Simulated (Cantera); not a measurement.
Input: 1 mol Al2O3, 0.14 mol Cl2, equilibrated at 42.0 mbar.

Equilibrium computed with Cantera from the NASA thermochemical tables; the gas is ideal and each condensed phase is pure. Candidate condensed phases: Al, AlCl3, Al2O3; 17 gas species. Equilibrium is a limit: real reactors are often held back by kinetics, nucleation or transport.

Q: At 1000 K, list the 4 most abundant gas species with their mole fractions, and the condensed phases.

A: Cl2 0.998, Cl 0.00189, AlCl3 7.33e-5, O2 5.49e-5. Condensed: Al2O3(s).
